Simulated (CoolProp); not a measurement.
Dimethyl ether along the isotherm 216.4 K: density (kg/m³) from the reference equation and from simpler models built on Tc = 400.4 K, pc = 5.337 MPa, ω = 0.196; each cubic takes its own stable root.

The numbers come from the reference Helmholtz-energy equation of state, Wu 2011 in CoolProp.

```csv
p (MPa),phase,reference
0.0422,liquid,777.6
0.096,liquid,777.7
0.219,liquid,777.8
0.497,liquid,778.0
1.13,liquid,778.5
2.58,liquid,779.7
5.86,liquid,782.4
13.3,liquid,788.1
```

Problem. How far does each simpler model (van der Waals, Redlich-Kwong, Soave-Redlich-Kwong, Peng-Robinson) lie from the reference over these 8 states: mean and median of the absolute difference, and the worst?

Solution. 
- van der Waals: mean 61.5 %, median 39.1 %, worst -99.9 % at 216.4 K and 0.0422 MPa
- Redlich-Kwong: mean 9.8 %, median 9.9 %, worst -10.0 % at 216.4 K and 0.0422 MPa
- Soave-Redlich-Kwong: mean 8.4 %, median 8.5 %, worst -8.5 % at 216.4 K and 0.0422 MPa
- Peng-Robinson: mean 3.1 %, median 3.1 %, worst +3.1 % at 216.4 K and 0.219 MPa

At some of these states van der Waals gives the other phase, because its saturation line lies elsewhere.
